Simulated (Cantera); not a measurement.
# Ammonia decomposition in nitride growth gas

A perfectly stirred reactor is fed with 67.1 % NH3, 32.9 % H2, at 0.987 atm; it is held at 1950 K, and followed from long to short residence time.

Model: the gas-phase N/H chemistry of the illustrative SiF4/NH3 mechanism in the Surface Chemkin manual (1991), integrated in Cantera. Walls and surfaces, which speed up NH3 decomposition in real reactors, are not modelled.

```tsv
τ (s)	x NH3	x H2	x NH2	x NH	x H	x N2H4
4.5	0.0167	0.787	5.02e-5	1.92e-6	0.000829	1.76e-9
1.8	0.0316	0.776	8.34e-5	2.79e-6	0.000718	4.87e-9
0.70	0.0631	0.754	0.000141	3.95e-6	0.000589	1.39e-8
0.28	0.123	0.712	0.000229	5.28e-6	0.000462	3.67e-8
0.11	0.230	0.638	0.000353	6.66e-6	0.000344	8.75e-8
0.043	0.374	0.537	0.000493	7.78e-6	0.000248	1.70e-7
0.017	0.507	0.443	0.000605	8.43e-6	0.000186	2.57e-7
0.0067	0.594	0.382	0.000672	8.67e-6	0.000152	3.17e-7
0.0027	0.638	0.352	0.000699	8.64e-6	0.000135	3.43e-7
```
x: mole fraction; the columns are a selection and need not sum to one.
